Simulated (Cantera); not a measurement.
What does this Cantera script print?

```python
import numpy as np
import cantera as ct

gas = ct.Solution("gri30.yaml")
gas.TPX = 1648, 101325, {'C3H8': 1, 'O2': 8.33, 'N2': 31.3}
reactor = ct.IdealGasReactor(gas, energy="on", clone=False)
net = ct.ReactorNet([reactor])
net.rtol, net.atol = 1e-08, 1e-16
show = ['C3H8', 'O2', 'CH2O', 'CO2', 'HCN', 'H']
times = np.geomspace(2e-06, 0.2, 11)

steps = ct.SolutionArray(gas, extra=["t"])
rows = []
print(f"{'t/s':>10s}{'T/K':>9s}{'P/Pa':>11s}" + "".join(f"{s:>11s}" for s in show))
for t in times:
    while net.time < t:
        t_next = net.step()
        steps.append(gas.state, t=t_next)
    rows.append([np.interp(t, steps.t, y) for y in (steps.T, steps.P, *steps(*show).X.T)])
    print(f"{t:10.3e}{rows[-1][0]:9.1f}{rows[-1][1]:11.4g}" + "".join(f"{x:11.3e}" for x in rows[-1][2:]))
rate = np.gradient(steps.T, steps.t)
print("integrator steps:", len(steps.t))
if steps.T.max() > steps.T[0] + 200:
    print(f"time of steepest temperature rise: {steps.t[rate.argmax()]:.4e} s")
gas.TPX = 1648, 101325, {'C3H8': 1, 'O2': 8.33, 'N2': 31.3}
gas.equilibrate("UV")
print(f"equilibrium (UV): T = {gas.T:.1f} K  " + "  ".join(f"{s} {gas[s].X[0]:.3e}" for s in show))
```

Result:

```
       t/s      T/K       P/Pa       C3H8         O2       CH2O        CO2        HCN          H
 2.000e-06   1638.9  1.009e+05  2.351e-02  2.045e-01  3.125e-05  1.052e-06  2.487e-12  3.943e-05
 6.325e-06   1628.0  1.007e+05  1.986e-02  2.023e-01  6.489e-04  3.934e-05  2.062e-10  8.515e-05
 2.000e-05   1831.5  1.174e+05  1.470e-03  1.690e-01  3.372e-03  1.270e-03  6.395e-08  1.104e-03
 6.325e-05   2590.5  1.696e+05  4.739e-47  8.095e-02  7.114e-11  4.272e-02  2.134e-11  8.809e-03
 2.000e-04   2782.3  1.799e+05  6.264e-47  7.933e-02  6.202e-11  5.017e-02  8.017e-11  4.082e-03
 6.325e-04   2782.2  1.797e+05  6.352e-47  7.641e-02  6.072e-11  5.079e-02  1.359e-10  3.813e-03
 2.000e-03   2771.4  1.789e+05  5.991e-47  7.254e-02  5.904e-11  5.114e-02  1.971e-10  3.645e-03
 6.325e-03   2768.3  1.786e+05  5.894e-47  7.146e-02  5.858e-11  5.123e-02  2.124e-10  3.599e-03
 2.000e-02   2768.3  1.786e+05  5.893e-47  7.146e-02  5.858e-11  5.123e-02  2.125e-10  3.599e-03
 6.325e-02   2768.3  1.786e+05  5.893e-47  7.146e-02  5.858e-11  5.123e-02  2.125e-10  3.599e-03
 2.000e-01   2768.3  1.786e+05  5.893e-47  7.146e-02  5.858e-11  5.123e-02  2.125e-10  3.599e-03
integrator steps: 1653
time of steepest temperature rise: 2.3225e-05 s
equilibrium (UV): T = 2768.3 K  C3H8 1.316e-46  O2 7.146e-02  CH2O 5.858e-11  CO2 5.123e-02  HCN 2.125e-10  H 3.599e-03
```

Cantera simulation using GRI-Mech 3.0 (53 species, 325 reactions); the numbers are that mechanism's predictions, not measurements. GRI-Mech 3.0 was tuned for natural gas; its chemistry of propane as a main component is partial and can be far from experiment.
